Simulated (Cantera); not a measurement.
A Cantera script and what it prints.

```python
import numpy as np
import cantera as ct

gas_names = """
    Hg N NO NO2 NO3 N2 N2O O O2 O3
""".split()
cond_names = """
    Hg(cr) Hg(L) HgO(s)
""".split()


def load(file, names, dense=False):
    # The tables refer to 1 bar. Condensed volumes are neglected.
    table = {s.name: s for s in ct.Species.list_from_file(file)}
    out = []
    for n in names:
        d = dict(table[n].input_data)
        d["thermo"] = dict(d["thermo"], **{"reference-pressure": 1e5})
        if dense:
            d["equation-of-state"] = {"model": "constant-volume", "density": "1e6 g/cm^3"}
        out.append(ct.Species.from_dict(d))
    return out


gas = ct.Solution(thermo="ideal-gas", species=load("nasa_gas.yaml", gas_names))
cond = {s.name: ct.Solution(thermo="fixed-stoichiometry", species=[s], name=s.name)
        for s in load("nasa_condensed.yaml", cond_names, dense=True)}
atoms = {
    'HgO': {'Hg': 1, 'O': 1},
    'N2': {'N': 2},
}
top_T = {}  # K; cautious upper limits of use, not melting points


def equilibrate(T, P, feed):
    n = {}
    for name, mol in feed.items():
        for a, k in atoms[name].items():
            n[a] = n.get(a, 0.0) + k * mol
    gas.TPX = T, P, n
    mass = sum(n.values()) * gas.mean_molecular_weight
    gas.equilibrate("TP")
    valid = [c for c in cond.values() if c.min_temp <= T <= top_T.get(c.name, c.max_temp)]
    mix = ct.Mixture([(gas, mass / gas.mean_molecular_weight)] + [(c, 0.0) for c in valid])
    mix.T, mix.P = T, P
    mix.equilibrate("TP", solver="vcs", rtol=1e-11, max_steps=5000)
    return mix


results = []
T = 1323.15  # K
P = 920000  # Pa
for m in [0.21, 0.35, 0.56, 0.89, 1.4, 2.3, 3.7, 6, 9.6, 15, 25]:
    feed = {'HgO': 1, 'N2': m}  # mol
    mix = equilibrate(T, P, feed)
    results.append((T, P, feed, dict(zip(mix.species_names, mix.species_moles))))
    x = sorted(zip(gas.X, gas.species_names), reverse=True)
    print(f"T = {T:g} K  P = {P:g} Pa  n(N2) = {m:g} mol  gas = {mix.phase_moles(0):.4g} mol")
    print("   x: " + "  ".join(f"{s} {v:.3e}" for v, s in x if v > 1e-05))
    print("   condensed (mol): " + ("  ".join(f"{mix.phase(i).name} {mix.phase_moles(i):.4g}"
          for i in range(1, mix.n_phases) if mix.phase_moles(i) > 1e-12) or "none"))
```

Result:

```
T = 1323.15 K  P = 920000 Pa  n(N2) = 0.21 mol  gas = 1.71 mol
   x: Hg 5.848e-01  O2 2.923e-01  N2 1.227e-01  NO 2.137e-04
   condensed (mol): none
T = 1323.15 K  P = 920000 Pa  n(N2) = 0.35 mol  gas = 1.85 mol
   x: Hg 5.405e-01  O2 2.701e-01  N2 1.891e-01  NO 2.550e-04
   condensed (mol): none
T = 1323.15 K  P = 920000 Pa  n(N2) = 0.56 mol  gas = 2.06 mol
   x: Hg 4.854e-01  N2 2.717e-01  O2 2.426e-01  NO 2.897e-04
   condensed (mol): none
T = 1323.15 K  P = 920000 Pa  n(N2) = 0.89 mol  gas = 2.39 mol
   x: Hg 4.184e-01  N2 3.722e-01  O2 2.090e-01  NO 3.148e-04
   condensed (mol): none
T = 1323.15 K  P = 920000 Pa  n(N2) = 1.4 mol  gas = 2.9 mol
   x: N2 4.826e-01  Hg 3.448e-01  O2 1.722e-01  NO 3.253e-04
   condensed (mol): none
T = 1323.15 K  P = 920000 Pa  n(N2) = 2.3 mol  gas = 3.8 mol
   x: N2 6.051e-01  Hg 2.632e-01  O2 1.314e-01  NO 3.182e-04
   condensed (mol): none
T = 1323.15 K  P = 920000 Pa  n(N2) = 3.7 mol  gas = 5.2 mol
   x: N2 7.114e-01  Hg 1.923e-01  O2 9.600e-02  NO 2.949e-04
   condensed (mol): none
T = 1323.15 K  P = 920000 Pa  n(N2) = 6 mol  gas = 7.5 mol
   x: N2 7.999e-01  Hg 1.333e-01  O2 6.653e-02  NO 2.603e-04
   condensed (mol): none
T = 1323.15 K  P = 920000 Pa  n(N2) = 9.6 mol  gas = 11.1 mol
   x: N2 8.648e-01  Hg 9.009e-02  O2 4.493e-02  NO 2.224e-04
   condensed (mol): none
T = 1323.15 K  P = 920000 Pa  n(N2) = 15 mol  gas = 16.5 mol
   x: N2 9.090e-01  Hg 6.061e-02  O2 3.021e-02  NO 1.870e-04
   condensed (mol): none
T = 1323.15 K  P = 920000 Pa  n(N2) = 25 mol  gas = 26.5 mol
   x: N2 9.433e-01  Hg 3.774e-02  O2 1.879e-02  NO 1.502e-04
   condensed (mol): none
```

Cantera equilibrium calculation (NASA polynomials, part measured and part estimated; ideal gas, pure solids and liquids).
